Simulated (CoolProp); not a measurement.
Vapour pressure (MPa) of R1233zd(E): the reference equation beside estimates from Tc = 438.9 K, pc = 3.583 MPa, ω = 0.304. Clausius-Clapeyron is anchored at 341.8 K with a constant enthalpy of vaporisation of 21.68 kJ/mol.

The numbers come from the reference Helmholtz-energy equation of state, Akasaka 2022 in CoolProp.

| T (K) | reference | Lee-Kesler | Clausius-Clapeyron | van der Waals | Soave-Redlich-Kwong | Peng-Robinson |
|---|---|---|---|---|---|---|
| 337.4 | 0.4397 | 0.4426 | 0.4474 | 1.140 | 0.4433 | 0.4384 |
| 341.8 | 0.4942 | 0.4976 | 0.4942 | 1.212 | 0.4989 | 0.4930 |
| 346.1 | 0.5523 | 0.5562 | 0.5434 | 1.285 | 0.5581 | 0.5512 |
| 350.5 | 0.6170 | 0.6212 | 0.5973 | 1.363 | 0.6241 | 0.6161 |
| 354.9 | 0.6871 | 0.6918 | 0.6550 | 1.444 | 0.6957 | 0.6865 |
| 359.3 | 0.7632 | 0.7682 | 0.7167 | 1.527 | 0.7733 | 0.7629 |
| 363.7 | 0.8453 | 0.8506 | 0.7824 | 1.614 | 0.8572 | 0.8456 |
| 368 | 0.9319 | 0.9373 | 0.8508 | 1.701 | 0.9455 | 0.9327 |
| 372.4 | 1.027 | 1.033 | 0.9251 | 1.794 | 1.043 | 1.029 |

Absolute difference from the reference over all 9 rows, mean and median: Lee-Kesler 0.7 and 0.7 %, Clausius-Clapeyron 4.8 and 4.7 %, van der Waals 112.9 and 110.2 %, Soave-Redlich-Kwong 1.2 and 1.3 %, Peng-Robinson 0.1 and 0.1 %.
